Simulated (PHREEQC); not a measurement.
Solution (25 °C): 0.21 mol KBr and 0.047 mol LiOH per kg of water. It is in equilibrium with CO2 at log p = -3.4 (atm). Otherwise closed; pH follows from the charge balance.

Model: ion-association model, phreeqc.dat, run in PHREEQC.

Each row changes one thing in this solution. No solid was allowed to form.

```
case                                                  pH  ionic strength (mol/kgw)  HCO3- (mol/kgw)  CO3-2 (mol/kgw)
--------------------------------------------  ----------  ------------------------  ---------------  ---------------
as made                                             9.51                     0.267           0.0264           0.0103
diluted 10-fold with water                          8.79                    0.0259          0.00430         0.000194
KBr left out                                        9.59                (withheld)           0.0284          0.00929
LiOH replaced by Li2CO3 at the same molality        9.70                (withheld)           0.0414           0.0263
0.087 mol/kgw KCl added                       (withheld)                (withheld)           0.0260           0.0105
```

Some entries are withheld; supply them.


- KBr left out, ionic strength (mol/kgw): 0.0563
- LiOH replaced by Li2CO3 at the same molality, ionic strength (mol/kgw): 0.330
- 0.087 mol/kgw KCl added, pH: 9.49
- 0.087 mol/kgw KCl added, ionic strength (mol/kgw): 0.354

Complexes and solids missing from the database can't appear.
